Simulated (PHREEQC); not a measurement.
NaOH is added in steps, without added water, to 1 kg of water holding 3 mol/kgw KCl, 0.12 mol/kgw NaHCO3 and 0.86 mol/kgw KBr, at 20 °C. No CO2 enters from the air. The run lets Halite, Kalicinite, Nahcolite, Natron, Sylvite, Trona precipitate or redissolve, and no other solid.

Base run: PHREEQC, Pitzer model, pitzer.dat. Each further column changes one thing. The table gives pH.

```csv
NaOH added (mol),base,"database phreeqc.dat, Debye-Hückel limiting law",database phreeqc.dat,database wateq4f.dat,"database phreeqc.dat, metal-ligand complexes left out"
0,7.73,?,7.74,7.70,7.77
0.01312,8.59,6.64,8.75,8.66,8.80
0.02625,8.94,6.86,9.10,9.00,9.15
0.03938,9.18,7.05,9.34,9.24,9.39
0.0525,9.38,7.22,9.54,9.43,9.60
0.06563,9.58,7.40,9.72,9.61,9.79
0.07437,9.71,7.52,9.85,9.74,9.92
0.0875,9.93,?,10.06,9.95,10.13
0.1006,10.21,7.99,10.34,10.22,10.41
0.1138,10.73,8.53,10.83,10.72,10.90
0.1269,11.98,?,11.80,11.80,11.81
0.14,12.43,11.49,12.23,12.23,12.23
```

### Question
Some entries are withheld; supply them.

### Answer

- 0, database phreeqc.dat, Debye-Hückel limiting law: 6.39
- 0.0875, database phreeqc.dat, Debye-Hückel limiting law: 7.72
- 0.1269, database phreeqc.dat, Debye-Hückel limiting law: 11.03

In brines, pH and single-ion activities rest on the MacInnes convention. The ionic strength passes 0.7 mol/kgw, the rough limit of the ion-association models, in part of: database phreeqc.dat, Debye-Hückel limiting law; database phreeqc.dat; database wateq4f.dat; database phreeqc.dat, metal-ligand complexes left out. pitzer.dat has no redox and few complexes: it carries them in its interaction parameters. phreeqc.dat and wateq4f.dat share most of their constants, so their agreement is no independent check. Solids allowed in the column 'database phreeqc.dat, Debye-Hückel limiting law': Halite, Sylvite. Solids allowed in the column 'database phreeqc.dat': Halite, Sylvite. Solids allowed in the column 'database wateq4f.dat': Halite, Nahcolite, Natron. Solids allowed in the column 'database phreeqc.dat, metal-ligand complexes left out': Halite, Sylvite.
